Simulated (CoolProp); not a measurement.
Vapour-liquid equilibrium of carbon dioxide (1) + R142b (2) at -10.25 °C; x and y are mole fractions of (1).

Values from CoolProp's multi-fluid Helmholtz-energy mixture model, Span 1996 and Lemmon 2006; pair parameters Bell 2016.

```csv
x,"bubble pressure, mixture model (bar)","bubble pressure, Raoult's law (bar)","y, mixture model","y, Raoult's law"
0.05,1.939,2.234,0.512,0.589
0.2,5.347,6.034,0.838,0.872
0.35,9.120,9.834,0.915,0.936
0.5,12.91,13.63,0.948,0.965
0.65,16.61,17.43,0.967,0.981
0.8,20.39,21.23,0.981,0.991
0.95,24.67,25.03,0.995,0.998
```

The largest gap from Raoult's law is -13.2 % in bubble pressure, at x = 0.05. No azeotrope shows between x = 0.05 and 0.95.

The pair parameters rest on a limited set of measurements; away from them the model extrapolates.
